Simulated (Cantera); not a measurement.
An adiabatic, constant-volume homogeneous reactor starts with 14.4 % CH4, 18.0 % O2, 67.6 % N2, at 1200 K and 1050 Torr.

Computed with Cantera and GRI-Mech 3.0 (53 species, 325 reactions).

Problem. Predict: time of steepest temperature rise; temperature at 0.100 s; equilibrium temperature; x(O2) at 0.100 s; x(OH) at 0.100 s.

Solution. 
- time of steepest temperature rise = 41.6 ms
- temperature at 0.100 s = 2779 K
- equilibrium temperature = 2779 K
- x(O2) at 0.100 s = 0.000349 (gas-phase equilibrium 0.000349)
- x(OH) at 0.100 s = 0.00584 (gas-phase equilibrium 0.00584)
